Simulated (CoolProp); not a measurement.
Vapour-liquid equilibrium of ethylene (1) + propylene (2) at 236.9 K; x and y are mole fractions of (1).

Values from CoolProp's multi-fluid Helmholtz-energy mixture model, Smukala 2000 and Lemmon 2013; pair parameters Bell 2016.

```csv
x,bubble pressure (kPa),y at the bubble point,dew pressure at overall composition x (kPa),liquid density (mol/L)
0.05,233.6,0.313,173.4,[?]
0.2,[?],[?],203.3,[?]
0.35,[?],0.808,245.5,[?]
0.5,861.8,0.878,309.4,15.40
0.65,1074,0.925,417.1,[?]
0.8,1294,0.960,634.9,[?]
0.95,1534,0.990,1228,16.13
```

Problem. Fill in the missing entries.

Solution. 
- 0.05, liquid density (mol/L): 14.29
- 0.2, bubble pressure (kPa): 442.0
- 0.2, y at the bubble point: 0.674
- 0.2, liquid density (mol/L): 14.67
- 0.35, bubble pressure (kPa): 651.9
- 0.35, liquid density (mol/L): 15.04
- 0.65, liquid density (mol/L): 15.72
- 0.8, liquid density (mol/L): 15.98

No azeotrope shows between x = 0.05 and 0.95.

The pair parameters rest on a limited set of measurements; away from them the model extrapolates.
